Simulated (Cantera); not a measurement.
An isothermal, constant-pressure homogeneous reactor starts with 16.0 % H2, 10.0 % O2, 74.0 % N2, equivalence ratio 0.80, at 1250 K and 23000 Pa.

Model: the H2/O2 subset of GRI-Mech 3.0, which has no nitrogen chemistry, integrated in Cantera. The temperature is held fixed by assumption; the heat of reaction is taken as removed at once.

x: mole fraction; the columns are a selection and need not sum to one.

```json
[
 {"t (s)": "4.00e-5", "x H2": "0.160", "x O2": "0.1000", "x H2O": "1.05e-7", "x O": "1.72e-8", "x HO2": "2.75e-8", "x H2O2": "1.73e-10"},
 {"t (s)": "0.000124", "x H2": "0.160", "x O2": "0.1000", "x H2O": "5.67e-5", "x O": "7.56e-6", "x HO2": "1.29e-6", "x H2O2": "7.25e-9"},
 {"t (s)": "0.000384", "x H2": "0.0193", "x O2": "0.0370", "x H2O": "0.117", "x O": "0.0107", "x HO2": "7.44e-6", "x H2O2": "8.66e-7"},
 {"t (s)": "0.00119", "x H2": "0.00872", "x O2": "0.0265", "x H2O": "0.156", "x O": "0.00271", "x HO2": "6.10e-6", "x H2O2": "1.14e-6"},
 {"t (s)": "0.00368", "x H2": "0.00168", "x O2": "0.0223", "x H2O": "0.171", "x O": "0.000391", "x HO2": "4.39e-6", "x H2O2": "8.73e-7"},
 {"t (s)": "0.0114", "x H2": "0.000172", "x O2": "0.0217", "x H2O": "0.174", "x O": "3.68e-5", "x HO2": "1.53e-6", "x H2O2": "2.62e-7"},
 {"t (s)": "0.0354", "x H2": "[?]", "x O2": "0.0217", "x H2O": "0.174", "x O": "[?]", "x HO2": "[?]", "x H2O2": "[?]"},
 {"t (s)": "0.110", "x H2": "3.04e-6", "x O2": "0.0217", "x H2O": "0.174", "x O": "7.46e-7", "x HO2": "4.49e-8", "x H2O2": "1.27e-8"},
 {"t (s)": "0.339", "x H2": "[?]", "x O2": "0.0217", "x H2O": "0.174", "x O": "[?]", "x HO2": "[?]", "x H2O2": "[?]"},
 {"t (s)": "1.05", "x H2": "2.12e-7", "x O2": "0.0217", "x H2O": "0.174", "x O": "5.56e-8", "x HO2": "4.83e-9", "x H2O2": "1.12e-9"},
 {"t (s)": "3.26", "x H2": "9.87e-8", "x O2": "0.0217", "x H2O": "0.174", "x O": "2.51e-8", "x HO2": "3.85e-9", "x H2O2": "5.27e-10"},
 {"t (s)": "10.1", "x H2": "8.55e-8", "x O2": "0.0217", "x H2O": "0.174", "x O": "2.14e-8", "x HO2": "3.81e-9", "x H2O2": "4.53e-10"},
 {"t (s)": "31.3", "x H2": "8.54e-8", "x O2": "0.0217", "x H2O": "0.174", "x O": "2.14e-8", "x HO2": "3.81e-9", "x H2O2": "4.53e-10"},
 {"t (s)": "96.8", "x H2": "8.54e-8", "x O2": "0.0217", "x H2O": "0.174", "x O": "2.14e-8", "x HO2": "3.81e-9", "x H2O2": "4.53e-10"},
 {"t (s)": "300", "x H2": "8.54e-8", "x O2": "0.0217", "x H2O": "0.174", "x O": "2.14e-8", "x HO2": "3.81e-9", "x H2O2": "4.53e-10"}
]
```

Problem. What belongs in the gaps?

Solution. 
- 0.0354, x H2: 1.86e-5
- 0.0354, x O: 4.20e-6
- 0.0354, x HO2: 2.45e-7
- 0.0354, x H2O2: 5.51e-8
- 0.339, x H2: 7.05e-7
- 0.339, x O: 1.82e-7
- 0.339, x HO2: 1.15e-8
- 0.339, x H2O2: 3.47e-9
